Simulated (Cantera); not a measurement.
Feed: 1 mol PbO, 0.87 mol CO, 4.9 mol H₂, held at 1375 K and 1 atm.

Equilibrium computed with Cantera from the NASA thermochemical tables; the gas is ideal and each condensed phase is pure. Candidate condensed phases: C, C₆H₆, C₇H₈, C₈H₁₈, H₂O, Pb, PbO, PbO₂, Pb₃O₄; 113 gas species. The numbers say what is thermodynamically allowed, not how fast it happens.

Base state: H₂ 0.686, H₂O 0.157, CO 0.135, CO₂ 0.0149, Pb 0.00648 (mole fractions); condensed: Pb(l).

Question: What changes in the equilibrium state with this change: CO from 0.87 to 0.18 mol?

Answer: 
```json
[
 {"species": "H₂", "before": "0.686", "after": "0.767"},
 {"species": "H₂O", "before": "0.157", "after": "0.192"},
 {"species": "CO", "before": "0.135", "after": "0.0314"},
 {"species": "CO₂", "before": "0.0149", "after": "0.00380"},
 {"species": "Pb", "before": "0.00648", "after": "0.00648"},
 {"species": "Pb(l), mol", "before": "0.962", "after": "0.967"}
]
```

Question: What changes in the equilibrium state with this change: temperature from 1375 K to 975 K?

Answer: 
```csv
species,before,after
H₂,0.686,0.687
H₂O,0.157,0.158
CO,0.135,0.102
CO₂,0.0149,0.0374
CH₄,6.52e-6,0.0162
Pb,0.00648,9.05e-6
"Pb(l), mol",0.962,1.000
```
